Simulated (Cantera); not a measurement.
A closed system holds: 1 mol Si₃N₄, 0.011 mol O₂, 3.8 mol N₂, 0.4 mol N₂O, at 1825 K and 0.00810 bar.

Method: chemical equilibrium by Gibbs-energy minimisation in Cantera with the NASA 1993 tables (ideal gas, pure condensed phases). Candidate condensed phases: Si, SiO₂, Si₂N₂O, Si₃N₄; 16 gas species. The tables' values for SiN are old estimates; treat these amounts as uncertain. Rates play no part.

Base state: N₂ 0.936, SiO 0.0637, Si 0.000561, Si₂N 3.15e-5, SiN 2.01e-5 (mole fractions); condensed: Si(l).

Problem. What changes in the equilibrium state with this change: pressure from 0.00810 bar to 0.133 bar?

Solution. 
| species | before | after |
|---|---|---|
| N₂ | 0.936 | 0.998 |
| SiO | 0.0637 | 0.00168 |
| Si | 0.000561 | 7.30e-6 |
| Si₂N | 3.15e-5 | 3.67e-7 |
| SiN | 2.01e-5 | 1.10e-6 |
| Si(l), mol | 2.57 | 0 |
| Si₂N₂O(s), mol | 0 | 0.415 |
| Si₃N₄(s), mol | 0 | 0.721 |
Mutual solubility and eutectic melting of coexisting phases are not modelled.

Problem. What changes in the equilibrium state with this change: Si₃N₄ replaced by SiC?

Solution. 
```
species       before    after
-----------  -------  -------
N₂             0.936    0.909
CO                 0   0.0457
SiO           0.0637   0.0455
Si₂N         3.15e-5  3.76e-6
SiN          2.01e-5  6.91e-6
Si(l), mol      2.57        0
SiC(s), mol        0    0.788
```
Further candidate phases: C, SiC.
